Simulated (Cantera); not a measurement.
An isothermal, constant-pressure homogeneous reactor starts with N₂O : H₂ : N₂ = 1 : 0.046 : 1 (molar parts), at 1050 K and 13.5 Torr. Integrator tolerance rtol = 1e-08.

Detailed kinetics in Cantera: GRI-Mech 3.0 (53 species, 325 reactions). GRI-Mech 3.0 was tuned for natural gas; its chemistry of N2O as a main component is partial and can be far from experiment. Radical loss at walls, strong at low pressure, is not modelled. The mechanism lacks the step 2 NO + O2 → 2 NO2, which can matter for NO2 below about 1400 K. The temperature is held fixed by assumption; the heat of reaction is taken as removed at once.

**Question.** What does this change do: N2O 1 to 2 parts?

**Answer.** 
| quantity | before | after |
|---|---|---|
| x(N₂O) at 40.0 s | 0.455 (gas-phase equilibrium 5.33e-10) | 0.626 (gas-phase equilibrium 5.68e-10) |
| x(H₂) at 40.0 s | 1.37e-8 (gas-phase equilibrium 1.14e-10) | 6.43e-9 (gas-phase equilibrium 6.30e-11) |
| x(O) at 40.0 s | 1.20e-7 (gas-phase equilibrium 2.18e-9) | 1.19e-7 (gas-phase equilibrium 2.47e-9) |
| x(H) at 40.0 s | 9.99e-11 (gas-phase equilibrium <1e-12) | 6.07e-11 (gas-phase equilibrium <1e-12) |
| x(NO) at 40.0 s | 0.000374 (gas-phase equilibrium 5.05e-5) | 0.000476 (gas-phase equilibrium 5.56e-5) |
| x(HO₂) at 40.0 s | 1.69e-7 (gas-phase equilibrium 2.88e-10) | 1.39e-7 (gas-phase equilibrium 2.75e-10) |
| x(O₂) at 40.0 s | 0.00412 (gas-phase equilibrium 0.189) | 0.00549 (gas-phase equilibrium 0.243) |

**Question.** What does this change do: temperature 1050 to 1350 K?

**Answer.** 
| quantity | before | after |
|---|---|---|
| x(N₂O) at 40.0 s | 0.455 (gas-phase equilibrium 5.33e-10) | 0.00147 (gas-phase equilibrium 4.51e-9) |
| x(H₂) at 40.0 s | 1.37e-8 (gas-phase equilibrium 1.14e-10) | 2.90e-7 (gas-phase equilibrium 6.42e-8) |
| x(O) at 40.0 s | 1.20e-7 (gas-phase equilibrium 2.18e-9) | 5.43e-6 (gas-phase equilibrium 1.38e-6) |
| x(H) at 40.0 s | 9.99e-11 (gas-phase equilibrium <1e-12) | 4.05e-8 (gas-phase equilibrium 4.53e-9) |
| x(NO) at 40.0 s | 0.000374 (gas-phase equilibrium 5.05e-5) | 0.0539 (gas-phase equilibrium 0.000518) |
| x(HO₂) at 40.0 s | 1.69e-7 (gas-phase equilibrium 2.88e-10) | 6.41e-9 (gas-phase equilibrium 8.54e-9) |
| x(O₂) at 40.0 s | 0.00412 (gas-phase equilibrium 0.189) | 0.161 (gas-phase equilibrium 0.189) |

**Question.** What does this change do: 0.035 parts O2 added?

**Answer.** 
| quantity | before | after |
|---|---|---|
| x(N₂O) at 40.0 s | 0.455 (gas-phase equilibrium 5.33e-10) | 0.448 (gas-phase equilibrium 5.41e-10) |
| x(H₂) at 40.0 s | 1.37e-8 (gas-phase equilibrium 1.14e-10) | 3.14e-9 (gas-phase equilibrium 1.09e-10) |
| x(O) at 40.0 s | 1.20e-7 (gas-phase equilibrium 2.18e-9) | 1.18e-7 (gas-phase equilibrium 2.24e-9) |
| x(H) at 40.0 s | 9.99e-11 (gas-phase equilibrium <1e-12) | 8.25e-11 (gas-phase equilibrium <1e-12) |
| x(NO) at 40.0 s | 0.000374 (gas-phase equilibrium 5.05e-5) | 0.000595 (gas-phase equilibrium 5.16e-5) |
| x(HO₂) at 40.0 s | 1.69e-7 (gas-phase equilibrium 2.88e-10) | 1.25e-7 (gas-phase equilibrium 2.99e-10) |
| x(O₂) at 40.0 s | 0.00412 (gas-phase equilibrium 0.189) | 0.0206 (gas-phase equilibrium 0.200) |
